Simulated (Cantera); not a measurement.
# Abatement and gas-phase synthesis: N2O + H2O + H2

Charge: 1 mol N2O, 2 mol H2O, 0.44 mol H2, at 2098 K and 2.50 bar.

Method: chemical equilibrium by Gibbs-energy minimisation in Cantera with the NASA 1993 tables (ideal gas, pure condensed phases). Candidate condensed phases: H2O; 24 gas species. Equilibrium is a limit: real reactors are often held back by kinetics, nucleation or transport.

```
Item            Value
----------  ---------
x(H2O)          0.651
x(N2)           0.267
x(O2)          0.0725
x(OH)         0.00503
x(NO)         0.00338
x(H2)        0.000894
x(O)         0.000234
x(H)          5.82e-5
x(HO2)        5.99e-6
gas amount  3.727 mol
```
